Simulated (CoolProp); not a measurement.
A single-stage vapour-compression cycle with CH2F2 (R32): evaporating at 233.15 K (dew point), condensing at 294.15 K (bubble point), superheat 5 K, subcooling 8 K, compressor efficiency 0.75, no pressure losses. Each further row changes one setting.

The numbers come from the reference Helmholtz-energy equation of state, Tillner-Roth 1997 in CoolProp.

```csv
case,cooling COP,pressure ratio,discharge temperature (K),refrigerating effect (kJ/kg),volumetric capacity (kJ/m³)
as stated,2.23,8.54,394.9,283,1400
evaporating temperature 238.15 K,2.54,?,383.7,?,?
condensing temperature 289.15 K,2.50,7.43,383.7,292,1440
subcooling 13 K,?,8.54,394.9,292,1440
superheat 15 K,?,8.54,?,292,1370
compressor efficiency 0.65,?,8.54,412.9,283,1400
```

Problem. Fill in the missing entries.

Solution. 
- evaporating temperature 238.15 K, pressure ratio: 6.85
- evaporating temperature 238.15 K, refrigerating effect (kJ/kg): 286
- evaporating temperature 238.15 K, volumetric capacity (kJ/m³): 1740
- subcooling 13 K, cooling COP: 2.30
- superheat 15 K, cooling COP: 2.20
- superheat 15 K, discharge temperature (K): 408.9
- compressor efficiency 0.65, cooling COP: 1.94
